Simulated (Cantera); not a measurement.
What does this Cantera script print?

```python
import numpy as np
import cantera as ct

gas = ct.Solution("SiF4_NH3_mec.yaml", "gas")
gas.TPX = 1775, 1100, {'NH3': 1, 'H2': 1.7}
inlet = ct.Reservoir(gas, clone=True)

reactor = ct.IdealGasConstPressureReactor(gas, energy="off", clone=False)
exhaust = ct.Reservoir(gas, clone=True)
tau = [18, 6.6, 2.4, 0.89, 0.33, 0.12, 0.044, 0.016, 0.006, 0.0022][0]
for a, b in ((inlet, reactor), (reactor, exhaust)):
    ct.MassFlowController(a, b, mdot=lambda t: reactor.mass / tau)
net = ct.ReactorNet([reactor])
show = ['NH3', 'H2', 'NH', 'N2H4', 'N2', 'N2H2', 'NH2']

rows = []
print(f"{'tau/s':>10s}{'T/K':>9s}" + "".join(f"{s:>11s}" for s in show))
for tau in [18, 6.6, 2.4, 0.89, 0.33, 0.12, 0.044, 0.016, 0.006, 0.0022]:
    net.initial_time = 0.0
    net.advance(30 * tau)
    before = gas.X
    net.advance(40 * tau)
    drift = np.max(np.abs(gas.X - before) / (gas.X + 1e-9))
    rows.append([gas.T, *gas[show].X, drift])
    print(f"{tau:10.3e}{gas.T:9.1f}" + "".join(f"{x:11.3e}" for x in gas[show].X))
```

Result:

```
     tau/s      T/K        NH3         H2         NH       N2H4         N2       N2H2        NH2
 1.800e+01   1775.0  1.920e-01  7.425e-01  3.139e-06  1.310e-09  6.497e-02  6.040e-07  1.802e-04
 6.600e+00   1775.0  2.724e-01  6.915e-01  3.559e-06  2.127e-09  3.564e-02  9.666e-07  2.296e-04
 2.400e+00   1775.0  3.269e-01  6.569e-01  3.746e-06  2.704e-09  1.573e-02  1.225e-06  2.588e-04
 8.900e-01   1775.0  3.533e-01  6.401e-01  3.712e-06  2.903e-09  6.085e-03  1.308e-06  2.682e-04
 3.300e-01   1775.0  3.644e-01  6.331e-01  3.392e-06  2.735e-09  2.046e-03  1.209e-06  2.602e-04
 1.200e-01   1775.0  3.687e-01  6.304e-01  2.485e-06  2.016e-09  4.981e-04  8.362e-07  2.233e-04
 4.400e-02   1775.0  3.701e-01  6.297e-01  9.093e-07  7.306e-10  5.160e-05  2.531e-07  1.344e-04
 1.600e-02   1775.0  3.703e-01  6.296e-01  1.418e-07  1.127e-10  2.156e-06  3.094e-08  5.277e-05
 6.000e-03   1775.0  3.703e-01  6.296e-01  2.014e-08  1.593e-11  9.655e-08  3.814e-09  1.988e-05
 2.200e-03   1775.0  3.704e-01  6.296e-01  2.687e-09  2.117e-12  4.096e-09  4.572e-10  7.292e-06
```

Model: the gas-phase N/H chemistry of the illustrative SiF4/NH3 mechanism in the Surface Chemkin manual (1991), integrated in Cantera. Walls and surfaces, which speed up NH3 decomposition in real reactors, are not modelled.
